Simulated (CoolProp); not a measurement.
The fluid at 293.15 K and 0.0113 MPa flows at 1.6 m/s in a round tube of 12.7 mm bore and 15 µm roughness, fully developed (64/Re and Nu = 3.66 if laminar; Colebrook and Gnielinski if turbulent). The same conditions are run with several fluids, on thermodynamics alone (safety and materials aside).

The numbers come from the reference Helmholtz-energy equation of state of each fluid (n-hexane: Thol 2019; oxygen: Schmidt 1985; R22: Kamei 1995; R11: Jacobsen 1992) in CoolProp.

```tsv
fluid	Reynolds number	Darcy friction factor	pressure drop (Pa/m)	heat-transfer coefficient (W/(m² K))	mass flow (kg/h)
n-hexane	1330	0.0481	1.95	3.86	0.294
oxygen	149	0.430	6.43	7.47	0.108
R22	602	0.106	4.30	3.21	0.293
R11	1290	0.0497	3.20	2.37	0.467
```

Transport values come from each fluid's own correlations; those of R22, R11 are estimates that may be off by 10 % or more.
